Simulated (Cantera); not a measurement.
Input: 1 mol MgF₂, 20 mol H₂, equilibrated at 0.00105 Torr.

Method: chemical equilibrium by Gibbs-energy minimisation in Cantera with the NASA 1993 tables (ideal gas, pure condensed phases). Candidate condensed phases: Mg, MgF₂; 17 gas species. Rates play no part.

### Question
What share of the Mg ends up in condensed phases as a function of T (K), at 950, 1150, 1350, 1550, 1750, 1950, 2150?

### Answer
```
T (K)  Mg condensed (%)       as
-----  ----------------  -------
950                99.9  MgF₂(s)
1150               77.1  MgF₂(s)
1350                0.0        -
1550                0.0        -
1750                0.0        -
1950                0.0        -
2150                0.0        -
```
